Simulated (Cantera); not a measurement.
Charge: 1 mol B, 6.6 mol H₂O, 7.1 mol N₂, held at 775 °C and 13.3 mbar.

These are equilibrium values from Cantera (NASA tables, ideal gas, pure condensed phases), not measurements of a reactor. Candidate condensed phases: B, BN, B₂O₃, B₃O₃H₃, H₂O; 39 gas species. Gases not in the tables: H₃BO₃. Kinetics and transport are ignored.

Base state: N₂ 0.518, H₂O 0.371, H₂ 0.110, (HBO₂)₃ 0.000576, HBO₂ 0.000361 (mole fractions); condensed: B₂O₃(l).

**Question.** What changes in the equilibrium state with this change: B replaced by B₂H₆?

**Answer.** 
```
species         before     after
------------  --------  --------
N₂               0.518     0.425
H₂               0.110     0.359
H₂O              0.371     0.215
HBO₂          0.000361  0.000275
(HBO₂)₃       0.000576  0.000254
B₂O₃(l), mol     0.486     0.991
```
The feed counts by its element totals alone.

**Question.** What changes in the equilibrium state with this change: temperature from 775 °C to 2077 °C?

**Answer.** 
```tsv
species	before	after
N₂	0.518	0.481
H₂O	0.371	0.286
H₂	0.110	0.107
HBO₂	0.000361	0.0583
OH	<1e-9	0.0163
H	2.22e-8	0.0353
O₂	<1e-9	0.00404
BO₂	<1e-9	0.00399
O	<1e-9	0.00363
B₂O₃(l), mol	0.486	0
```

**Question.** What changes in the equilibrium state with this change: B replaced by borazine?

**Answer.** 
```json
[
 {"species": "N₂", "before": "0.518", "after": "0.473"},
 {"species": "H₂", "before": "0.110", "after": "0.412"},
 {"species": "H₂O", "before": "0.371", "after": "0.115"},
 {"species": "HBO₂", "before": "0.000361", "after": "0.000201"},
 {"species": "(HBO₂)₃", "before": "0.000576", "after": "9.95e-5"},
 {"species": "B₂O₃(l), mol", "before": "0.486", "after": "1.50"}
]
```
The feed counts by its element totals alone.
